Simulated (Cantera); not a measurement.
What does this Cantera script print?

```python
import numpy as np
import cantera as ct

gas_names = """
    H H2 N NH NH2 NH3 N2 N2H2 N2H4 Si SiH SiH2 SiH3 SiH4 SiN Si2 Si2N Si3
""".split()
cond_names = """
    Si(cr) Si(L) Si3N4(a)
""".split()


# ... load() reads the species with a 1 bar reference pressure and builds the phases ...
atoms = {
    'Si': {'Si': 1},
    'NH3': {'N': 1, 'H': 3},
    'H2': {'H': 2},
}
top_T = {'Si3N4(a)': 2400}  # K; cautious upper limits of use, not melting points


# ... equilibrate(T, P, feed) seeds the gas with the atoms and calls Mixture.equilibrate('TP', solver="vcs", rtol=1e-11, max_steps=5000) ...
results = []
feed = {'Si': 1, 'NH3': 0.99, 'H2': 71}  # mol
P = 10000  # Pa
for T in [1348, 1423, 1498, 1573, 1648, 1723, 1798, 1873, 1948]:
    mix = equilibrate(T, P, feed)
    results.append((T, P, feed, dict(zip(mix.species_names, mix.species_moles))))
    x = sorted(zip(gas.X, gas.species_names), reverse=True)
    print(f"T = {T:g} K  P = {P:g} Pa  gas = {mix.phase_moles(0):.4g} mol")
    print("   x: " + "  ".join(f"{s} {v:.3e}" for v, s in x if v > 1e-06))
    print("   condensed (mol): " + ("  ".join(f"{mix.phase(i).name} {mix.phase_moles(i):.4g}"
          for i in range(1, mix.n_phases) if mix.phase_moles(i) > 1e-12) or "none"))
```

It prints:

```
T = 1348 K  P = 10000 Pa  gas = 72.49 mol
   x: H2 1.000e+00  N2 1.685e-05  H 7.316e-06
   condensed (mol): Si(cr) 0.2593  Si3N4(a) 0.2469
T = 1423 K  P = 10000 Pa  gas = 72.49 mol
   x: H2 9.999e-01  N2 9.576e-05  H 2.100e-05
   condensed (mol): Si(cr) 0.2679  Si3N4(a) 0.244
T = 1498 K  P = 10000 Pa  gas = 72.52 mol
   x: H2 9.995e-01  N2 4.557e-04  H 5.433e-05  SiH2 1.459e-06
   condensed (mol): Si(cr) 0.3069  Si3N4(a) 0.231
T = 1573 K  P = 10000 Pa  gas = 72.62 mol
   x: H2 9.980e-01  N2 1.862e-03  H 1.284e-04  SiH2 3.662e-06
   condensed (mol): Si(cr) 0.4601  Si3N4(a) 0.1799
T = 1648 K  P = 10000 Pa  gas = 72.98 mol
   x: H2 9.930e-01  N2 6.676e-03  H 2.806e-04  SiH2 8.416e-06  Si 2.576e-06  SiH 1.493e-06
   condensed (mol): Si(cr) 0.9874  Si3N4(a) 0.003891
T = 1723 K  P = 10000 Pa  gas = 73 mol
   x: H2 9.926e-01  N2 6.780e-03  H 5.745e-04  SiH2 1.685e-05  Si 9.834e-06  SiH 4.456e-06
   condensed (mol): Si(L) 0.9977
T = 1798 K  P = 10000 Pa  gas = 73.02 mol
   x: H2 9.920e-01  N2 6.778e-03  H 1.109e-03  Si 3.084e-05  SiH2 2.928e-05  SiH 1.115e-05
   condensed (mol): Si(L) 0.9946
T = 1873 K  P = 10000 Pa  gas = 73.06 mol
   x: H2 9.910e-01  N2 6.774e-03  H 2.032e-03  Si 8.818e-05  SiH2 4.861e-05  SiH 2.587e-05  Si2N 1.229e-06
   condensed (mol): Si(L) 0.9877
T = 1948 K  P = 10000 Pa  gas = 73.13 mol
   x: H2 9.893e-01  N2 6.767e-03  H 3.554e-03  Si 2.323e-04  SiH2 7.752e-05  SiH 5.617e-05  Si2N 2.465e-06  Si2 2.117e-06  SiN 1.787e-06
   condensed (mol): Si(L) 0.9723
```

These are equilibrium values from Cantera (NASA tables, ideal gas, pure condensed phases), not measurements of a reactor. Mutual solubility and eutectic melting of coexisting phases are not modelled. Gases not in the tables: Si2H6 and higher silanes.
